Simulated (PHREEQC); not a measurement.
A made-up water analysis in mmol/kgw, 25 °C, pH 2.92, pe 10:

```csv
constituent,mmol/kgw
Na,113
K,14.7
Ca,18.6
Mg,5.08
Cl,19.3
S(6),50.4
Cd,0.864
```

Valence states are taken as typed.

Model: ion-association model, phreeqc.dat, run in PHREEQC.

Precipitation was switched off in this run.

Task: What ionic strength does the model give?

Result: ionic strength 0.170 mol/kgw.

Task: In which forms is S present?

Result: SO4-2 65 %, CaSO4 14 %, NaSO4- 11 %, MgSO4 4.5 %, HSO4- 3.1 %, KSO4- 1.9 % of the S.

Examples of supersaturated solids here: Gypsum. Others may be too. Complexes and solids missing from the database can't appear.
